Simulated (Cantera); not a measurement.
A closed system holds: 1 mol SiCl4, 0.25 mol N2, a varied amount of NH3, equilibrated at 752 °C and 93.0 mbar.

Cantera equilibrium calculation (NASA polynomials, part measured and part estimated; ideal gas, pure solids and liquids). Candidate condensed phases: NH4Cl, Si, Si3N4; 28 gas species. Rates play no part.

Problem. At 25 mol NH3, list the 4 most abundant gas species with their mole fractions, and the condensed phases.

Solution. H2 0.688, N2 0.234, HCl 0.0774, SiCl4 2.47e-5. Condensed: Si3N4(s).
